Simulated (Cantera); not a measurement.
An isothermal, constant-pressure homogeneous reactor starts with CO : O2 : H2O : N2 = 0.0059 : 0.031 : 0.04 : 1 (molar parts), equivalence ratio 0.095, at 1023 K and 101000 Pa.

Detailed kinetics in Cantera: GRI-Mech 3.0 (53 species, 325 reactions).

One state of this run: x CO = 0.000942; x O2 = 0.0266; x H2O = 0.0372; x O = 3.50e-7; x NO2 = 1.76e-10; x H2 = 9.81e-6; x HO2 = 2.79e-6. x: mole fraction; the columns are a selection and need not sum to one.

Q: Which value of t (s) does it belong to?
A) 0.0493
B) 0.548
C) 1.00
D) 0.00133

A: B, 0.548
